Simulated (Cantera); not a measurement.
**Low-pressure radical oxidation in H2/O2**

A perfectly stirred reactor is fed with H₂ : O₂ = 0.11 : 2.1 (molar parts), at 20.0 Torr; it is held at 1250 K, and followed from long to short residence time.

Computed with Cantera and the H2/O2 subset of GRI-Mech 3.0, which has no nitrogen chemistry. Radical loss at walls, strong at low pressure, is not modelled. The temperature is held fixed by assumption; the heat of reaction is taken as removed at once.

```tsv
τ (s)	x H₂	x O₂	x OH	x O	x H₂O₂
17	1.73e-5	0.949	0.000353	0.000237	3.45e-8
4.7	3.87e-5	0.948	0.000542	0.000557	5.38e-8
1.3	8.53e-5	0.947	0.000830	0.00130	7.89e-8
0.36	0.000184	0.945	0.00126	0.00295	1.09e-7
0.10	0.000390	0.942	0.00189	0.00641	1.40e-7
0.028	0.000806	0.935	0.00273	0.0125	1.69e-7
0.0076	0.00170	0.925	0.00377	0.0204	2.02e-7
0.0021	0.00386	0.919	0.00494	0.0248	2.59e-7
0.00058	0.00987	0.921	0.00618	0.0220	3.54e-7
```
x: mole fraction; the columns are a selection and need not sum to one.
